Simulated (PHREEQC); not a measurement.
0.01 mol of Clpyromorphite (Pb5(PO4)3Cl) is brought to equilibrium with 1 kg of water holding 0.03 mol NaCl, at 25 °C, the pH being set by adding NaOH or HCl. Oxygen alone is held at its pressure in air (log pO2 = -0.68). The system is closed to CO2. Solids allowed: Clpyromorphite, Litharge, Cotunnite, Laurionite, Hxypyromorphite. Others were left out.

Computed with PHREEQC (ion-association model, wateq4f.dat).

```tsv
pH	dissolved Pb (mol/kgw)	dissolved P (mol/kgw)	dissolved Cl (mol/kgw)	H2PO4- (mol/kgw)
3	1.48e-5	8.90e-6	0.0312	7.91e-6
3.44	6.71e-6	4.03e-6	0.0304	3.85e-6
3.88	3.10e-6	1.86e-6	0.0302	1.83e-6
4.31	1.47e-6	8.81e-7	0.0301	8.74e-7
4.75	6.87e-7	4.12e-7	0.0300	4.09e-7
5.19	3.22e-7	1.93e-7	0.0300	1.90e-7
5.62	1.55e-7	9.30e-8	0.0300	8.92e-8
6.06	7.47e-8	4.48e-8	0.0300	4.01e-8
6.5	3.76e-8	2.26e-8	0.0300	1.70e-8
6.94	2.06e-8	1.24e-8	0.0300	6.51e-9
7.38	1.29e-8	7.73e-9	0.0300	2.22e-9
7.81	9.52e-9	5.71e-9	0.0300	7.45e-10
8.25	8.46e-9	5.07e-9	0.0300	2.62e-10
8.69	9.27e-9	5.56e-9	0.0300	1.08e-10
9.12	1.23e-8	7.40e-9	0.0300	5.40e-11
9.56	2.03e-8	1.22e-8	0.0300	3.23e-11
10	4.14e-8	2.49e-8	0.0300	2.38e-11
```

Species that the database lacks are ignored. H3PO4, which wateq4f.dat lacks, is added to it with the constant of phreeqc.dat. The database has no phosphate complexes of Pb.
